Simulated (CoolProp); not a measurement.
Toluene along the isobar 0.101 MPa: Z from the reference equation and from simpler models built on Tc = 318.6 °C, pc = 4.126 MPa, ω = 0.266; each cubic takes its own stable root.

Model: reference Helmholtz-energy equation of state, Lemmon 2006, in CoolProp. It is a short technical equation, of lower accuracy than the large ones.

```tsv
T (°C)	phase	reference
-65.65	liquid	0.005699
-61.15	liquid	0.005603
-56.75	liquid	0.005514
-52.25	liquid	0.005426
-47.85	liquid	0.005343
-43.35	liquid	0.005262
-38.95	liquid	0.005186
-34.45	liquid	0.005112
-30.05	liquid	0.005042
-25.55	liquid	0.004973
-21.15	liquid	0.004908
-16.65	liquid	0.004844
-12.15	liquid	0.004783
-7.75	liquid	0.004725
```

### Question
How far does each simpler model (van der Waals, Soave-Redlich-Kwong) lie from the reference over these 14 states: mean and median of the absolute difference, and the worst?

### Answer
- van der Waals: mean 72.4 %, median 72.3 %, worst +73.5 % at -65.65 °C and 0.101 MPa
- Soave-Redlich-Kwong: mean 14.2 %, median 14.2 %, worst +15.4 % at -65.65 °C and 0.101 MPa
